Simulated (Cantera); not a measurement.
Cantera run, input and output.

```python
import numpy as np
import cantera as ct

gas = ct.Solution("gri30.yaml")


def delay(T, t_max=10):
    gas.TPX = T, 570000, {'CH4': 1, 'CO': 0.059, 'O2': 3.5, 'N2': 13.2}
    reactor = ct.IdealGasConstPressureReactor(gas, clone=False)
    net = ct.ReactorNet([reactor])
    net.rtol, net.atol = 1e-8, 1e-16
    while net.time < t_max:
        t_old, T_old = net.time, reactor.T
        net.step()
        if reactor.T > T + 400:  # ignition: a rise of 400 K
            return t_old + (T + 400 - T_old) / (reactor.T - T_old) * (net.time - t_old)
    return np.nan


taus = []
for T in [1175, 1225, 1275, 1325, 1375, 1425, 1475, 1525]:
    taus.append(delay(T))
    print(f"T0 = {T:6g} K   tau = {taus[-1]:.4e} s")
```

It prints:

```
T0 =   1175 K   tau = 9.7416e-03 s
T0 =   1225 K   tau = 5.0704e-03 s
T0 =   1275 K   tau = 2.7337e-03 s
T0 =   1325 K   tau = 1.5218e-03 s
T0 =   1375 K   tau = 8.7289e-04 s
T0 =   1425 K   tau = 5.1532e-04 s
T0 =   1475 K   tau = 3.1292e-04 s
T0 =   1525 K   tau = 1.9542e-04 s
```

Model: GRI-Mech 3.0 (53 species, 325 reactions), integrated in Cantera.
